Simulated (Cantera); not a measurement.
A perfectly stirred reactor is fed with 100 % N₂O, at 1.00 atm; it is held at 1075 K, and followed from long to short residence time.

Detailed kinetics in Cantera: GRI-Mech 3.0 (53 species, 325 reactions). GRI-Mech 3.0 was tuned for natural gas; its chemistry of N2O as a main component is partial and can be far from experiment. The mechanism lacks the step 2 NO + O2 → 2 NO2, which can matter for NO2 below about 1400 K. The temperature is held fixed by assumption; the heat of reaction is taken as removed at once.

x: mole fraction; the columns are a selection and need not sum to one.

```json
[
 {"τ (s)": "2.2", "x N₂O": "0.883", "x NO": "0.00448", "x NO₂": "[?]", "x O₂": "0.0366", "x N₂": "0.0755", "x O": "1.81e-7"},
 {"τ (s)": "1.0", "x N₂O": "0.942", "x NO": "0.00225", "x NO₂": "[?]", "x O₂": "0.0180", "x N₂": "0.0372", "x O": "1.87e-7"},
 {"τ (s)": "0.48", "x N₂O": "0.971", "x NO": "0.00113", "x NO₂": "[?]", "x O₂": "0.00898", "x N₂": "0.0186", "x O": "1.90e-7"},
 {"τ (s)": "0.22", "x N₂O": "0.987", "x NO": "0.000532", "x NO₂": "[?]", "x O₂": "0.00420", "x N₂": "0.00867", "x O": "1.92e-7"},
 {"τ (s)": "0.10", "x N₂O": "0.994", "x NO": "0.000245", "x NO₂": "[?]", "x O₂": "0.00193", "x N₂": "0.00398", "x O": "1.92e-7"},
 {"τ (s)": "0.047", "x N₂O": "0.997", "x NO": "0.000116", "x NO₂": "[?]", "x O₂": "0.000909", "x N₂": "0.00188", "x O": "1.93e-7"},
 {"τ (s)": "0.022", "x N₂O": "0.999", "x NO": "5.46e-5", "x NO₂": "[?]", "x O₂": "0.000426", "x N₂": "0.000880", "x O": "1.93e-7"},
 {"τ (s)": "0.0099", "x N₂O": "0.999", "x NO": "2.46e-5", "x NO₂": "[?]", "x O₂": "0.000192", "x N₂": "0.000396", "x O": "1.93e-7"},
 {"τ (s)": "0.0046", "x N₂O": "1.000", "x NO": "1.14e-5", "x NO₂": "[?]", "x O₂": "8.91e-5", "x N₂": "0.000184", "x O": "1.92e-7"},
 {"τ (s)": "0.0021", "x N₂O": "1.000", "x NO": "5.21e-6", "x NO₂": "[?]", "x O₂": "4.06e-5", "x N₂": "8.40e-5", "x O": "1.92e-7"}
]
```

Question: Fill in the missing entries.

Answer: 
- 2.2, x NO₂: 6.24e-5
- 1.0, x NO₂: 2.97e-5
- 0.48, x NO₂: 1.36e-5
- 0.22, x NO₂: 5.27e-6
- 0.10, x NO₂: 1.75e-6
- 0.047, x NO₂: 5.26e-7
- 0.022, x NO₂: 1.39e-7
- 0.0099, x NO₂: 3.11e-8
- 0.0046, x NO₂: 7.02e-9
- 0.0021, x NO₂: 1.49e-9
